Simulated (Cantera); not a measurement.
Predominance diagram of Ca at 1075 K against the partial pressures of O2 and Cl2 (log10, bar). Source: NASA polynomial tables (part measured, part estimated), evaluated in Cantera. Candidates: Ca(s), CaCl2(l), CaO(s). Only these pure phases compete in this equilibrium. Not in the tables: oxide halides.

Q: Which phase is stable at these pairs, and which metal-bearing vapour leads over it? (-11.1, -6); (-9.2, -21); (-3.7, 0); (-18.5, -6); (-12.9, -12); (-1.8, -6); (-1.8, -12)

A: 
| log p(O2) | log p(Cl2) | phase | chief vapour | log p (bar) |
|---|---|---|---|---|
| -11.1 | -6 | CaCl2(l) | CaCl2 | -6.6 |
| -9.2 | -21 | CaO(s) | CaCl2 | -17.7 |
| -3.7 | 0 | CaCl2(l) | CaCl2 | -6.6 |
| -18.5 | -6 | CaCl2(l) | CaCl2 | -6.6 |
| -12.9 | -12 | CaO(s) | CaCl2 | -6.8 |
| -1.8 | -6 | CaCl2(l) | CaCl2 | -6.6 |
| -1.8 | -12 | CaO(s) | CaCl2 | -12.4 |
